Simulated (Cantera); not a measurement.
A Cantera script and what it prints.

```python
import numpy as np
import cantera as ct

gas_names = """
    H HO2 H2 H2O H2O2 Nb NbO NbO2 O OH O2 O3
""".split()
cond_names = """
    H2O(s) H2O(L) Nb(cr) Nb(L) NbO(s) NbO(L) NbO2(I) NbO2(II) NbO2(III) NbO2(L) Nb2O5(s) Nb2O5(L)
""".split()


# ... load() reads the species with a 1 bar reference pressure and builds the phases ...
atoms = {
    'Nb2O5': {'Nb': 2, 'O': 5},
    'H2': {'H': 2},
}
top_T = {}  # K; cautious upper limits of use, not melting points


# ... equilibrate(T, P, feed) seeds the gas with the atoms and calls Mixture.equilibrate('TP', solver="vcs", rtol=1e-11, max_steps=5000) ...
results = []
T = 1573  # K
P = 240000  # Pa
for m in [13, 20, 30, 46, 71, 110, 170, 250, 390, 590, 910, 1400, 2100]:
    feed = {'Nb2O5': 1, 'H2': m}  # mol
    mix = equilibrate(T, P, feed)
    results.append((T, P, feed, dict(zip(mix.species_names, mix.species_moles))))

top = {s: max(r[3][s] / sum(r[3][g] for g in gas_names) for r in results) for s in gas_names}
cols = sorted((s for s in top if top[s] > 1e-05), key=lambda s: -top[s])[:5]
seen = [c for c in cond_names if any(r[3].get(c, 0) > 1e-12 for r in results)]
print("log10 of partial pressures in bar; condensed amounts in mol")
print(f"{'n(H2)':>10s}" + "".join(f"{s[:9]:>10s}" for s in cols + seen))
for T, P, feed, n in results:
    ng = sum(n[g] for g in gas_names)
    print(f"{feed['H2']:10.4g}" + "".join(f"{np.log10(max(n[s] / ng * P / 1e5, 1e-99)):10.3f}" for s in cols)
          + "".join(f"{n.get(c, 0):10.4g}" for c in seen))
```

Result:

```
log10 of partial pressures in bar; condensed amounts in mol
     n(H2)        H2       H2O         H    NbO(s) NbO2(III)
        13     0.345    -0.734    -4.218         0         2
        20     0.358    -0.921    -4.212         0         2
        30     0.365    -1.097    -4.208         0         2
        46     0.371    -1.283    -4.206         0         2
        71     0.374    -1.471    -4.204         0         2
       110     0.376    -1.661    -4.203         0         2
       170     0.378    -1.850    -4.202         0         2
       250     0.378    -2.018    -4.202         0         2
       390     0.379    -2.211    -4.201         0         2
       590     0.379    -2.278    -4.201     0.295     1.705
       910     0.379    -2.278    -4.201    0.9973     1.003
      1400     0.379    -2.289    -4.201         2         0
      2100     0.380    -2.465    -4.201         2         0
```

Cantera equilibrium calculation (NASA polynomials, part measured and part estimated; ideal gas, pure solids and liquids). Mutual solubility and eutectic melting of coexisting phases are not modelled. NbO: taken at fixed stoichiometry. Condensed phases not in the tables: the oxides between NbO2 and Nb2O5.
